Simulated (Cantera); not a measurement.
What does this Cantera script print?

```python
import numpy as np
import cantera as ct

gas = ct.Solution("gri30.yaml")
gas.TPX = 623, 260000, {'CO': 1, 'H2': 0.055, 'O2': 0.776, 'N2': 2.48, 'CO2': 0.85}
flame = ct.FreeFlame(gas, width=0.02)
flame.set_refine_criteria(ratio=3, slope=0.08, curve=0.16)
flame.transport_model = "unity-Lewis-number"
flame.solve(loglevel=0, auto=True)
z, T = flame.grid, flame.T
thick = (T[-1] - T[0]) / np.gradient(T, z).max()
show = ['CO', 'H2', 'O2', 'HO2', 'CO2', 'N2O']
print(f"laminar burning velocity  {flame.velocity[0] * 100:.3f} cm/s")
print(f"burnt temperature         {T[-1]:.1f} K")
print(f"thermal thickness         {thick * 1e3:.4f} mm")
print(f"grid points               {len(z)}")
z0 = z[flame.heat_release_rate.argmax()]
print(f"{'z/mm':>9s}{'T/K':>9s}{'u/(m/s)':>9s}" + "".join(f"{s:>11s}" for s in show))
rows = []
for k in (-3, -2, -1.5, -1, -0.5, -0.25, 0, 0.25, 0.5, 1, 2, 4, 8):
    zz = z0 + k * thick
    rows.append([k * thick, np.interp(zz, z, T), np.interp(zz, z, flame.velocity),
                 *(np.interp(zz, z, flame.X[gas.species_index(s)]) for s in show)])
    print(f"{rows[-1][0] * 1e3:9.3f}{rows[-1][1]:9.1f}{rows[-1][2]:9.3f}" + "".join(f"{x:11.3e}" for x in rows[-1][3:]))
```

Result:

```
laminar burning velocity  38.965 cm/s
burnt temperature         2084.4 K
thermal thickness         0.3996 mm
grid points               107
     z/mm      T/K  u/(m/s)         CO         H2         O2        HO2        CO2        N2O
   -1.199    623.1    0.390  1.938e-01  1.066e-02  1.504e-01  2.009e-08  1.647e-01  5.933e-11
   -0.799    623.8    0.390  1.937e-01  1.065e-02  1.503e-01  2.011e-07  1.648e-01  5.927e-10
   -0.599    626.1    0.391  1.935e-01  1.062e-02  1.502e-01  8.260e-07  1.651e-01  2.419e-09
   -0.400    641.5    0.401  1.920e-01  1.042e-02  1.494e-01  5.180e-06  1.669e-01  1.465e-08
   -0.200    772.3    0.479  1.790e-01  8.708e-03  1.424e-01  5.270e-05  1.828e-01  1.211e-07
   -0.100   1018.7    0.621  1.526e-01  5.254e-03  1.281e-01  1.308e-04  2.152e-01  3.401e-07
    0.000   1365.4    0.812  1.075e-01  9.685e-04  1.033e-01  6.119e-05  2.693e-01  7.801e-07
    0.100   1597.2    0.934  7.226e-02  3.251e-04  8.511e-02  3.115e-05  3.110e-01  1.173e-06
    0.200   1726.0    1.000  5.338e-02  2.948e-04  7.621e-02  2.001e-05  3.338e-01  1.338e-06
    0.400   1850.1    1.061  3.631e-02  2.178e-04  6.885e-02  1.057e-05  3.547e-01  1.473e-06
    0.799   1944.6    1.106  2.319e-02  1.373e-04  6.334e-02  5.024e-06  3.708e-01  1.477e-06
    1.598   2010.1    1.138  1.376e-02  8.020e-05  5.934e-02  2.357e-06  3.824e-01  1.193e-06
    3.197   2052.1    1.157  7.595e-03  4.402e-05  5.671e-02  1.190e-06  3.899e-01  7.497e-07
```

Cantera simulation using GRI-Mech 3.0 (53 species, 325 reactions); the numbers are that mechanism's predictions, not measurements. The hydrogen kinetics of GRI-Mech 3.0 are dated; newer H2 mechanisms differ, most at raised pressure. Unity Lewis numbers drop preferential diffusion, which matters most where H2 and H carry the flame. Burning velocities carry a grid error of a few per cent, more on coarse grids.
